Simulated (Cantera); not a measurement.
An adiabatic, constant-volume homogeneous reactor starts with 18.2 % CO, 1.66 % H2, 16.8 % O2, 63.3 % N2, equivalence ratio 0.59, at 1600 K and 500000 Pa.

Detailed kinetics in Cantera: GRI-Mech 3.0 (53 species, 325 reactions). The hydrogen kinetics of GRI-Mech 3.0 are dated; newer H2 mechanisms differ, most at raised pressure.

### Question
Predict: time of steepest temperature rise; temperature at 0.700 s; equilibrium temperature; x(CO) at 0.700 s; x(H2) at 0.700 s; x(O2) at 0.700 s; x(NO) at 0.700 s; x(NO2) at 0.700 s; x(HO2) at 0.700 s.

### Answer
```
Quantity                                                              Result
---------------------------------  -----------------------------------------
time of steepest temperature rise                                    10.4 µs
temperature at 0.700 s                                                2887 K
equilibrium temperature                                               2887 K
x(CO) at 0.700 s                       0.0416 (gas-phase equilibrium 0.0416)
x(H2) at 0.700 s                   0.000504 (gas-phase equilibrium 0.000504)
x(O2) at 0.700 s                       0.0786 (gas-phase equilibrium 0.0786)
x(NO) at 0.700 s                       0.0235 (gas-phase equilibrium 0.0235)
x(NO2) at 0.700 s                    2.60e-5 (gas-phase equilibrium 2.60e-5)
x(HO2) at 0.700 s                    1.02e-5 (gas-phase equilibrium 1.02e-5)
```
